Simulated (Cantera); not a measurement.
Feed: 1 mol CuO, 1.9 mol CH4, 0.8 mol N2, held at 1600 Pa.

These are equilibrium values from Cantera (NASA tables, ideal gas, pure condensed phases), not measurements of a reactor. Candidate condensed phases: C, C6H6, C7H8, C8H18, Cu, CuO, Cu(OH)2, Cu2O, H2O; 139 gas species. Rates play no part.

x: gas mole fraction; n: condensed amount in mol.

| T (K) | x H2 | x H | x CO | x Cu | x N2 | x HCN | n C(graphite) | n Cu(s) | n Cu(l) |
|---|---|---|---|---|---|---|---|---|---|
| 873 | 0.675 | 3.04e-10 | 0.164 | 2.83e-12 | 0.145 | 1.57e-7 | 0.950 | 1.00 | 0 |
| 1073 | 0.678 | 9.12e-8 | 0.178 | 1.49e-8 | 0.143 | 4.80e-6 | 0.900 | 1.00 | 0 |
| 1273 | 0.678 | … | 0.179 | … | 0.143 | … | 0.899 | 1.000 | 0 |
| 1473 | 0.678 | … | 0.179 | … | 0.143 | … | 0.898 | 0 | 0.998 |
| 1673 | 0.673 | 0.000738 | 0.177 | 0.00695 | 0.141 | 0.000972 | 0.894 | 0 | 0.961 |
| 1873 | 0.622 | 0.00402 | 0.165 | 0.0761 | 0.130 | 0.00246 | 0.882 | 0 | 0.535 |
| 2073 | 0.560 | 0.0156 | 0.150 | 0.150 | 0.118 | 0.00499 | 0.855 | 0 | 0 |
| 2273 | 0.531 | 0.0484 | 0.148 | 0.148 | 0.113 | 0.00929 | 0.804 | 0 | 0 |
| 2473 | 0.468 | 0.121 | 0.142 | 0.142 | 0.106 | 0.0147 | 0.718 | 0 | 0 |
| 2673 | 0.363 | 0.244 | 0.133 | 0.133 | 0.0945 | 0.0197 | 0.586 | 0 | 0 |

### Question
What belongs in the gaps?

### Answer

- 1273, x H: 4.64e-6
- 1273, x Cu: 5.15e-6
- 1273, x HCN: 4.97e-5
- 1473, x H: 8.24e-5
- 1473, x Cu: 0.000323
- 1473, x HCN: 0.000271
